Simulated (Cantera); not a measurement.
Charge: 1 mol SiHCl₃, 0.33 mol N₂, 0.67 mol H₂, at 898.15 K and 0.0503 Torr.

Cantera equilibrium calculation (NASA polynomials, part measured and part estimated; ideal gas, pure solids and liquids). Candidate condensed phases: NH₄Cl, Si, Si₃N₄; 28 gas species. N₂ is the only nitrogen source here; it is nearly inert below about 1500 K, so the nitride shown seldom forms there in practice. The tables' values for SiCl₃ are old estimates; treat these amounts as uncertain. Kinetics and transport are ignored.

Base state: HCl 0.430, H₂ 0.326, SiCl₄ 0.239, N₂ 0.00416, SiHCl₃ 0.000506, SiCl₃ 0.000437, SiCl₂ 3.87e-5 (mole fractions); condensed: Si₃N₄(s).

Q: What changes in the equilibrium state with this change: SiHCl₃ replaced by Si₂Cl₆?

A: 
```json
[
 {"species": "SiCl₄", "before": "0.239", "after": "0.649"},
 {"species": "H₂", "before": "0.326", "after": "0.277"},
 {"species": "HCl", "before": "0.430", "after": "0.0428"},
 {"species": "SiCl₃", "before": "0.000437", "after": "0.0110"},
 {"species": "SiHCl₃", "before": "0.000506", "after": "0.0117"},
 {"species": "N₂", "before": "0.00416", "after": "1.50e-9"},
 {"species": "SiCl₂", "before": "3.87e-5", "after": "0.00896"},
 {"species": "SiH₂Cl₂", "before": "1.01e-7", "after": "1.99e-5"},
 {"species": "Si₃N₄(s), mol", "before": "0.161", "after": "0.165"},
 {"species": "Si(s), mol", "before": "0", "after": "0.00622"}
]
```
The feed counts by its element totals alone.

Q: What changes in the equilibrium state with this change: SiHCl₃ replaced by SiH₂Cl₂?

A: 
```
species         before    after
-------------  -------  -------
H₂               0.326    0.728
SiCl₄            0.239    0.202
HCl              0.430   0.0519
N₂             0.00416  1.50e-9
SiH₂Cl₂        1.01e-7  2.93e-5
SiCl₂          3.87e-5  0.00500
Si₃N₄(s), mol    0.161    0.165
Si(s), mol           0   0.0212
```

Q: What changes in the equilibrium state with this change: pressure from 0.0503 Torr to 75.0 Torr?

A: 
```csv
species,before,after
H₂,0.326,0.378
HCl,0.430,0.336
SiCl₄,0.239,0.265
N₂,0.00416,0.0204
SiCl₂,3.87e-5,5.44e-8
SiCl₃,0.000437,1.73e-5
SiHCl₃,0.000506,0.000831
"Si₃N₄(s), mol",0.161,0.143
```
